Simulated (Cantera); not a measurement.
## Adiabatic ignition

An adiabatic, constant-pressure homogeneous reactor starts with CO : H2 : O2 : N2 : H2O = 1 : 0.19 : 0.248 : 0.932 : 0.38 (molar parts), equivalence ratio 2.4, at 950 K and 10.9 atm.

Detailed kinetics in Cantera: GRI-Mech 3.0 (53 species, 325 reactions). The hydrogen kinetics of GRI-Mech 3.0 are dated; newer H2 mechanisms differ, most at raised pressure.

| t (s) | T (K) | x CO | x H2 | x O2 | x HO2 | x NO2 | x H | x N2O |
|---|---|---|---|---|---|---|---|---|
| 1.00e-5 | 950 | 0.364 | 0.0691 | 0.0902 | 2.16e-9 | <1e-12 | 1.14e-11 | <1e-12 |
| 2.36e-5 | 950 | 0.364 | 0.0691 | 0.0902 | 5.33e-9 | <1e-12 | 1.52e-11 | <1e-12 |
| 5.58e-5 | 950 | 0.364 | 0.0691 | 0.0902 | 1.30e-8 | <1e-12 | 2.43e-11 | <1e-12 |
| 0.000132 | 950 | 0.364 | 0.0691 | 0.0902 | 3.18e-8 | <1e-12 | 4.69e-11 | <1e-12 |
| 0.000312 | 950 | 0.364 | 0.0691 | 0.0902 | 8.15e-8 | <1e-12 | 1.06e-10 | <1e-12 |
| 0.000737 | 950 | 0.364 | 0.0691 | 0.0902 | 2.33e-7 | <1e-12 | 2.88e-10 | <1e-12 |
| 0.00174 | 950 | 0.364 | 0.0691 | 0.0902 | 8.63e-7 | <1e-12 | 1.05e-9 | 1.03e-12 |
| 0.00411 | 953 | 0.363 | 0.0690 | 0.0900 | 3.72e-6 | <1e-12 | 4.74e-9 | 7.72e-12 |
| 0.00972 | 979 | 0.362 | 0.0682 | 0.0885 | 1.45e-5 | <1e-12 | 2.93e-8 | 8.93e-11 |
| 0.0230 | 2278 | 0.232 | 0.0454 | 4.93e-6 | 6.29e-9 | 4.51e-10 | 0.000559 | 5.75e-9 |
| 0.0543 | 2278 | 0.232 | 0.0454 | 4.92e-6 | 6.28e-9 | 8.46e-10 | 0.000558 | 6.21e-9 |
| 0.128 | 2278 | 0.232 | 0.0454 | 4.91e-6 | 6.27e-9 | 9.19e-10 | 0.000558 | 6.33e-9 |
| 0.303 | 2278 | 0.232 | 0.0454 | 4.91e-6 | 6.27e-9 | 9.20e-10 | 0.000558 | 6.33e-9 |
| 0.716 | 2278 | 0.232 | 0.0454 | 4.91e-6 | 6.27e-9 | 9.20e-10 | 0.000558 | 6.33e-9 |
| 1.69 | 2278 | 0.232 | 0.0454 | 4.91e-6 | 6.27e-9 | 9.20e-10 | 0.000558 | 6.33e-9 |
| 4.00 | 2278 | 0.232 | 0.0454 | 4.91e-6 | 6.27e-9 | 9.20e-10 | 0.000558 | 6.33e-9 |
x: mole fraction; the columns are a selection and need not sum to one.

| Item | Value |
|---|---|
| time of steepest temperature rise | 13.1 ms |
| temperature at 4.00 s | 2278 K |
| equilibrium temperature | 2278 K |
| x(CO) at 4.00 s | 0.232 (gas-phase equilibrium 0.232) |
| x(H2) at 4.00 s | 0.0454 (gas-phase equilibrium 0.0454) |
| x(O2) at 4.00 s | 4.91e-6 (gas-phase equilibrium 4.91e-6) |
